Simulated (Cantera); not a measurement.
Input (Python, Cantera) and output of one run.

```python
import numpy as np
import cantera as ct

gas_names = [...]  # 136 gases of nasa_gas.yaml made of C, H, N, O
cond_names = """
    C(gr) C6H6(L) C7H8(L) C8H18(L),n-octa H2O(s) H2O(L)
""".split()


# ... load() reads the species with a 1 bar reference pressure and builds the phases ...
atoms = {
    'C3H6': {'C': 3, 'H': 6},
    'O2': {'O': 2},
    'N2': {'N': 2},
}
top_T = {'C(gr)': 4500}  # K; cautious upper limits of use, not melting points


# ... equilibrate(T, P, feed) seeds the gas with the atoms and calls Mixture.equilibrate('TP', solver="vcs", rtol=1e-11, max_steps=5000) ...
results = []
T = 1123.15  # K
P = 84000  # Pa
for m in [0.73, 2.2, 3.6, 5.1, 6.6, 8, 9.5, 11, 12, 14]:
    feed = {'C3H6': 1, 'O2': 0.088, 'N2': m}  # mol
    mix = equilibrate(T, P, feed)
    results.append((T, P, feed, dict(zip(mix.species_names, mix.species_moles))))

top = {s: max(r[3][s] / sum(r[3][g] for g in gas_names) for r in results) for s in gas_names}
cols = sorted((s for s in top if top[s] > 0.001), key=lambda s: -top[s])[:6]
seen = [c for c in cond_names if any(r[3].get(c, 0) > 1e-12 for r in results)]
print("log10 of partial pressures in bar; condensed amounts in mol")
print(f"{'n(N2)':>10s}" + "".join(f"{s[:9]:>10s}" for s in cols + seen))
for T, P, feed, n in results:
    ng = sum(n[g] for g in gas_names)
    print(f"{feed['N2']:10.4g}" + "".join(f"{np.log10(max(n[s] / ng * P / 1e5, 1e-99)):10.3f}" for s in cols)
          + "".join(f"{n.get(c, 0):10.4g}" for c in seen))
```

It prints:

```
log10 of partial pressures in bar; condensed amounts in mol
     n(N2)        N2        H2        CO       CH4       H2O     C(gr)
      0.73    -0.797    -0.200    -1.435    -1.934    -2.816     2.778
       2.2    -0.460    -0.338    -1.571    -2.208    -3.090      2.79
       3.6    -0.348    -0.437    -1.670    -2.407    -3.289     2.797
       5.1    -0.284    -0.523    -1.756    -2.579    -3.460     2.802
       6.6    -0.245    -0.595    -1.827    -2.722    -3.603     2.805
         8    -0.220    -0.652    -1.885    -2.837    -3.718     2.807
       9.5    -0.200    -0.706    -1.939    -2.946    -3.826     2.809
        11    -0.185    -0.754    -1.987    -3.042    -3.923     2.811
        12    -0.177    -0.784    -2.016    -3.101    -3.981     2.811
        14    -0.164    -0.837    -2.069    -3.207    -4.088     2.813
```

These are equilibrium values from Cantera (NASA tables, ideal gas, pure condensed phases), not measurements of a reactor.
